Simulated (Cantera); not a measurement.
Standard-state values (1 bar) from the NASA 1993 polynomials, evaluated with Cantera. Values are per mole of reaction as written; species without (g) are pure solids or liquids, kept so even where they would boil at 1 bar.

C + 2 PbS = 2 Pb(g) + CS2(g)

```tsv
T (K)	ΔH° (kJ)	ΔS° (J/K)	ΔG° (kJ)	log10 K
1448	630.3	328.6	154.6	-5.58
1523	___	___	___	___
1598	622.5	323.4	105.7	-3.46
1673	618.6	321.0	81.5	-2.55
1748	614.8	318.8	57.6	-1.72
1823	___	___	___	___
```

Question: Fill in the missing entries.

Answer: 
- 1523, ΔH° (kJ): 626.4
- 1523, ΔS° (J/K): 325.9
- 1523, ΔG° (kJ): 130.1
- 1523, log10 K: -4.46
- 1823, ΔH° (kJ): 611.1
- 1823, ΔS° (J/K): 316.7
- 1823, ΔG° (kJ): 33.7
- 1823, log10 K: -0.97
